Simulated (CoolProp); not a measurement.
Properties of R236EA along the isotherm 347.9 K (Tc = 412.4 K, pc = 3.414 MPa, ω = 0.368).

Computed with CoolProp (reference Helmholtz-energy equation of state, Rui 2013).

| p (MPa) | phase | density (kg/m³) | Joule-Thomson coefficient (K/MPa) | isothermal compressibility (1/MPa) | Prandtl number |
|---|---|---|---|---|---|
| 0.019 | gas | 1.002 | 13.94 | 52.82 | 0.656 |
| 0.0432 | gas | 2.289 | 14.03 | 23.34 | 0.656 |
| 0.0983 | gas | 5.265 | 14.24 | 10.37 | 0.659 |
| 0.224 | gas | 12.31 | 14.77 | 4.675 | 0.665 |
| 0.509 | gas | ? | 16.30 | 2.219 | 0.685 |
| 1.16 | liquid | 1249 | 0.1267 | 0.007829 | ? |
| 2.64 | liquid | 1263 | 0.06966 | 0.006868 | 4.45 |
| 6 | liquid | ? | ? | 0.005445 | 4.55 |

### Question
Fill in the missing entries.

### Answer

- 0.509, density (kg/m³): 29.87
- 1.16, Prandtl number: 4.41
- 6, density (kg/m³): 1289
- 6, Joule-Thomson coefficient (K/MPa): -0.02025

Viscosity comes from a separate model (Huber 2003), an estimate that may be off by 10 % or more. Thermal conductivity comes from a separate model (Huber 2003), an estimate that may be off by 10 % or more.
